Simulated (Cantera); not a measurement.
Ammonia decomposition in nitride growth gas

An isothermal, constant-pressure homogeneous reactor starts with 6.25 % NH₃, 93.8 % N₂, at 2325 K and 1.00 atm.

Cantera simulation using the gas-phase N/H chemistry of the illustrative SiF4/NH3 mechanism in the Surface Chemkin manual (1991); the numbers are that mechanism's predictions, not measurements. Walls and surfaces, which speed up NH3 decomposition in real reactors, are not modelled.

```
t (s)        x NH₃     x NH    x N₂H₂    x N₂H₄    x H₂
--------  --------  -------  --------  --------  ------
0.000900    0.0405  3.91e-5   7.63e-7   2.09e-8  0.0303
0.00212     0.0229  3.48e-5   3.87e-7   7.66e-9  0.0554
0.00499    0.00617  2.22e-5   8.80e-8   1.10e-9  0.0790
0.0117    0.000282  6.12e-6   2.46e-9  1.29e-11  0.0870
0.0277     6.21e-6  5.28e-7  1.01e-11    <1e-12  0.0866
0.0651     1.16e-6  1.10e-7  1.72e-12    <1e-12  0.0865
0.153      4.64e-7  4.40e-8  1.42e-12    <1e-12  0.0865
0.361      3.22e-7  3.05e-8  1.39e-12    <1e-12  0.0865
0.850      3.12e-7  2.96e-8  1.39e-12    <1e-12  0.0865
2.00       3.12e-7  2.96e-8  1.39e-12    <1e-12  0.0865
```
x: mole fraction; the columns are a selection and need not sum to one.

Equilibrium at this temperature and pressure: NH₃ 3.12e-7, NH 2.96e-8, N₂H₂ 1.39e-12, N₂H₄ <1e-12, H₂ 0.0865 (gas phase only).
